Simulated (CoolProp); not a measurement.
Vapour-liquid equilibrium of isopentane (1) + R365MFC (2) at 677 kPa; x and y are mole fractions of (1).

Values from CoolProp's multi-fluid Helmholtz-energy mixture model, Lemmon 2006 and Lemmon 2016; pair parameters Bell 2016.

```csv
x,bubble temperature (K),y at the bubble point,dew temperature at overall composition x (K),liquid density (mol/L)
0.05,375.3,0.116,377.5,7.180
0.15,369.5,0.286,374.1,7.219
0.25,365.8,0.397,370.7,7.230
0.35,363.6,0.475,367.3,7.230
0.45,362.3,0.534,364.2,7.229
0.55,361.6,0.585,362.0,7.238
0.65,361.5,0.635,361.6,7.261
0.75,362.0,0.693,363.0,7.297
0.85,363.6,0.773,365.6,7.340
0.95,367.1,0.901,368.6,7.372
```

y crosses x between x = 0.55 and 0.65: the model has an azeotrope there.

Pair parameters are fitted to limited data, so mixtures are less certain than the pure fluids.
